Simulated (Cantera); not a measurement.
**Equilibrium for thermal oxidation and active oxidation of silicon: Si + N₂O + N₂ + H₂O**

Charge: 1 mol Si, 0.017 mol N₂O, 35 mol N₂, 0.041 mol H₂O, at 0.240 Torr.

These are equilibrium values from Cantera (NASA tables, ideal gas, pure condensed phases), not measurements of a reactor. Candidate condensed phases: H₂O, Si, SiO₂, Si₂N₂O, Si₃N₄; 35 gas species. Mutual solubility and eutectic melting of coexisting phases are not modelled. The tables' values for SiN are old estimates; treat these amounts as uncertain. Kinetics and transport are ignored.

At 1473 K the condensed part is Si₂N₂O(s) + Si₃N₄(s). From 1523 K to 1573 K the condensed part is Si₃N₄(s). From 1623 K to 1673 K the condensed part is Si(s). From 1723 K to 1823 K the condensed part is Si(l). From 1873 K to 2073 K nothing is condensed. The main Si-bearing gas is SiO at 1473 K and Si at 2073 K.

```csv
T (K),x N₂,x Si,x H,x SiO,x H₂,x Si₂N,x Si₂,x SiN,n Si₂N₂O(s),n Si₃N₄(s),n Si(s),n Si(l)
1473,0.998,3.34e-6,2.43e-5,0.000613,0.00118,2.45e-8,6.86e-10,8.63e-8,0.0369,0.302,0,0
1523,0.997,2.13e-5,4.41e-5,0.00168,0.00117,2.58e-7,1.21e-8,4.43e-7,0,0.314,0,0
1573,0.997,0.000120,7.71e-5,0.00168,0.00115,2.33e-6,1.76e-7,2.05e-6,0,0.313,0,0
1623,0.997,0.000489,0.000128,0.00165,0.00110,1.19e-5,1.40e-6,6.91e-6,0,0,0.924,0
1673,0.996,0.00131,0.000207,0.00165,0.00106,2.78e-5,5.03e-6,1.55e-5,0,0,0.893,0
1723,0.994,0.00307,0.000323,0.00165,0.00100,5.41e-5,1.46e-5,3.08e-5,0,0,0,0.827
1773,0.990,0.00666,0.000481,0.00164,0.000916,9.43e-5,3.70e-5,5.69e-5,0,0,0,0.694
1823,0.983,0.0138,0.000687,0.00163,0.000804,0.000159,8.94e-5,0.000101,0,0,0,0.426
1873,0.971,0.0251,0.000931,0.00161,0.000666,0.000215,0.000170,0.000159,0,0,0,0
1923,0.971,0.0255,0.00121,0.00161,0.000528,9.66e-5,0.000105,0.000142,0,0,0,0
1973,0.971,0.0257,0.00149,0.00161,0.000389,4.44e-5,6.52e-5,0.000126,0,0,0,0
2023,0.970,0.0259,0.00173,0.00161,0.000267,2.10e-5,4.12e-5,0.000112,0,0,0,0
2073,0.970,0.0259,0.00193,0.00161,0.000172,1.03e-5,2.65e-5,0.000101,0,0,0,0
```
x: gas mole fraction; n: condensed amount in mol.
